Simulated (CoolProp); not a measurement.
A single-stage vapour-compression cycle with fluoroethane (R161): evaporating at 203.15 K (dew point), condensing at 246.15 K (bubble point), superheat 8 K, subcooling 2 K, compressor efficiency 0.75, no pressure losses. Each further row changes one setting.

Values from CoolProp's reference Helmholtz-energy equation of state, Wu 2012.

```csv
case,cooling COP,pressure ratio,discharge temperature (K),refrigerating effect (kJ/kg),volumetric capacity (kJ/m³)
as stated,2.99,9.30,325.2,386,184
evaporating temperature 208.15 K,[?],6.79,314.6,391,250
condensing temperature 241.15 K,3.45,7.52,[?],396,189
subcooling 7 K,[?],9.30,325.2,396,189
superheat 18 K,2.94,9.30,336.9,396,[?]
compressor efficiency 0.65,[?],9.30,339.7,386,184
```

Question: What belongs in the gaps?

Answer: 
- evaporating temperature 208.15 K, cooling COP: 3.55
- condensing temperature 241.15 K, discharge temperature (K): 314.0
- subcooling 7 K, cooling COP: 3.07
- superheat 18 K, volumetric capacity (kJ/m³): 180
- compressor efficiency 0.65, cooling COP: 2.59
